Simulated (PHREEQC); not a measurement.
1 kg of water holding 47 mmol/kgw NaCl and 57 mmol/kgw K2SO4 is evaporated at 15 °C; the solids stay in contact with the brine. No CO2 enters from the air. The run lets Arcanite, Glaserite, Halite, Mirabilite, Misenite, Sylvite, Thenardite precipitate or redissolve, and no other solid.

Base run: PHREEQC, Pitzer model, pitzer.dat. Each further column changes one thing. The table gives water activity.

| H2O removed (mol) | base | temperature from 15 to 75 °C | temperature from 15 to 50 °C |
|---|---|---|---|
| 0 | 0.996 | 0.996 | 0.996 |
| 18.01 | 0.994 | 0.994 | 0.994 |
| 30.18 | 0.992 | 0.992 | 0.992 |
| 41.44 | 0.986 | 0.985 | 0.985 |
| 46.01 | 0.979 | 0.979 | 0.979 |
| 49.09 | 0.970 | 0.969 | 0.969 |
| 51.94 | 0.955 | 0.945 | 0.945 |
| 53.1 | 0.942 | 0.924 | 0.931 |
| 53.88 | 0.923 | 0.906 | 0.918 |
| 54.41 | 0.902 | 0.888 | 0.898 |
| 54.76 | 0.868 | 0.857 | 0.864 |
| 55.09 | 0.808 | 0.765 | 0.768 |
| 55.23 | 0.778 | 0.709 | 0.734 |

 At this temperature some constants are extrapolated from 25 °C, and those without enthalpy data are left unchanged.
